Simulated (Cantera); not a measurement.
Feed: 1 mol B, 3.7 mol O₂, equilibrated at 0.133 bar.

Method: chemical equilibrium by Gibbs-energy minimisation in Cantera with the NASA 1993 tables (ideal gas, pure condensed phases). Candidate condensed phases: B, B₂O₃; 10 gas species. Equilibrium is a limit: real reactors are often held back by kinetics, nucleation or transport.

x: gas mole fraction; n: condensed amount in mol.

```json
[
 {"T (K)": "823", "x O₂": "1.00", "x B₂O₃": "<1e-12", "x BO₂": "<1e-12", "x O": "<1e-12", "x BO": "<1e-12", "x B₂O₂": "<1e-12", "x O₃": "<1e-12", "n B₂O₃(l)": "0.500"},
 {"T (K)": "1023", "x O₂": "1.00", "x B₂O₃": "7.37e-11", "x BO₂": "2.10e-10", "x O": "8.53e-10", "x BO": "<1e-12", "x B₂O₂": "<1e-12", "x O₃": "5.32e-12", "n B₂O₃(l)": "0.500"},
 {"T (K)": "1223", "x O₂": "1.00", "x B₂O₃": "1.44e-7", "x BO₂": "1.26e-7", "x O": "1.11e-7", "x BO": "<1e-12", "x B₂O₂": "<1e-12", "x O₃": "8.36e-11", "n B₂O₃(l)": "0.500"},
 {"T (K)": "1423", "x O₂": "1.000", "x B₂O₃": "3.08e-5", "x BO₂": "1.20e-5", "x O": "3.69e-6", "x BO": "___", "x B₂O₂": "<1e-12", "x O₃": "6.10e-10", "n B₂O₃(l)": "0.500"},
 {"T (K)": "1623", "x O₂": "0.998", "x B₂O₃": "0.00165", "x BO₂": "0.000360", "x O": "5.20e-5", "x BO": "___", "x B₂O₂": "5.19e-12", "x O₃": "2.74e-9", "n B₂O₃(l)": "0.495"},
 {"T (K)": "1823", "x O₂": "0.959", "x B₂O₃": "0.0352", "x BO₂": "0.00497", "x O": "0.000405", "x BO": "___", "x B₂O₂": "2.49e-9", "x O₃": "8.43e-9", "n B₂O₃(l)": "0.384"},
 {"T (K)": "2023", "x O₂": "0.843", "x B₂O₃": "0.133", "x BO₂": "0.0226", "x O": "0.00200", "x BO": "___", "x B₂O₂": "1.19e-7", "x O₃": "1.81e-8", "n B₂O₃(l)": "0"},
 {"T (K)": "2223", "x O₂": "0.827", "x B₂O₃": "0.120", "x BO₂": "0.0444", "x O": "0.00778", "x BO": "___", "x B₂O₂": "8.32e-7", "x O₃": "3.93e-8", "n B₂O₃(l)": "0"},
 {"T (K)": "2423", "x O₂": "0.798", "x B₂O₃": "0.103", "x BO₂": "0.0744", "x O": "0.0240", "x BO": "___", "x B₂O₂": "3.94e-6", "x O₃": "7.37e-8", "n B₂O₃(l)": "0"}
]
```

Question: What belongs in the gaps?

Answer: 
- 1423, x BO: 7.51e-12
- 1623, x BO: 4.06e-9
- 1823, x BO: 5.39e-7
- 2023, x BO: 1.57e-5
- 2223, x BO: 0.000134
- 2423, x BO: 0.000775
